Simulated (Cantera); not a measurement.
Feed: 1 mol Si₃N₄, 1.4 mol H₂O, 42 mol N₂, held at 1748.15 K and 1.00 Torr.

Method: chemical equilibrium by Gibbs-energy minimisation in Cantera with the NASA 1993 tables (ideal gas, pure condensed phases). Candidate condensed phases: H₂O, Si, SiO₂, Si₂N₂O, Si₃N₄; 35 gas species. The tables' values for SiN are old estimates; treat these amounts as uncertain. Kinetics and transport are ignored.

Base state: N₂ 0.939, SiO 0.0299, H₂ 0.0293, Si 0.00109, H 0.00107, Si₂N 3.42e-5, SiN 2.01e-5 (mole fractions); condensed: Si(l).

### Question
What changes in the equilibrium state with this change: temperature from 1748.15 K to 1548.15 K?

### Answer
```json
[
 {"species": "N₂", "before": "0.939", "after": "0.967"},
 {"species": "H₂", "before": "0.0293", "after": "0.0318"},
 {"species": "SiO", "before": "0.0299", "after": "0.000910"},
 {"species": "Si₂N", "before": "3.42e-5", "after": "5.96e-8"},
 {"species": "Si", "before": "0.00109", "after": "4.87e-6"},
 {"species": "Si(l), mol", "before": "1.54", "after": "0"},
 {"species": "Si₂N₂O(s), mol", "before": "0", "after": "1.36"},
 {"species": "Si₃N₄(s), mol", "before": "0", "after": "0.0799"}
]
```
Mutual solubility and eutectic melting of coexisting phases are not modelled.

### Question
What changes in the equilibrium state with this change: temperature from 1748.15 K to 1275 K?

### Answer
```csv
species,before,after
N₂,0.939,0.968
H₂,0.0293,0.0319
H,0.00107,3.61e-6
SiO,0.0299,5.91e-8
Si,0.00109,<1e-9
Si₂N,3.42e-5,<1e-9
"Si(l), mol",1.54,0
"Si₂N₂O(s), mol",0,1.40
"Si₃N₄(s), mol",0,0.0667
```
Mutual solubility and eutectic melting of coexisting phases are not modelled.
